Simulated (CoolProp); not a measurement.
Methanol along the isotherm 620 K: density (kg/m³) from the reference equation and from simpler models built on Tc = 513.4 K, pc = 82.16 bar, ω = 0.565; each cubic takes its own stable root.

Values from CoolProp's reference Helmholtz-energy equation of state, de Reuck 1993.

```json
[
 {"p (bar)": "103", "phase": "supercritical", "reference": "81.96"},
 {"p (bar)": "205", "phase": "supercritical", "reference": "215.4"},
 {"p (bar)": "308", "phase": "supercritical", "reference": "354.3"},
 {"p (bar)": "411", "phase": "supercritical", "reference": "431.0"},
 {"p (bar)": "513", "phase": "supercritical", "reference": "479.5"},
 {"p (bar)": "616", "phase": "supercritical", "reference": "514.7"},
 {"p (bar)": "719", "phase": "supercritical", "reference": "541.9"},
 {"p (bar)": "822", "phase": "supercritical", "reference": "563.8"}
]
```

**Question.** How far does each simpler model (van der Waals, Soave-Redlich-Kwong) lie from the reference over these 8 states: mean and median of the absolute difference, and the worst?

**Answer.** 
- van der Waals: mean 26.5 %, median 32.1 %, worst -37.9 % at 620 K and 822 bar
- Soave-Redlich-Kwong: mean 23.5 %, median 27.4 %, worst -28.5 % at 620 K and 411 bar
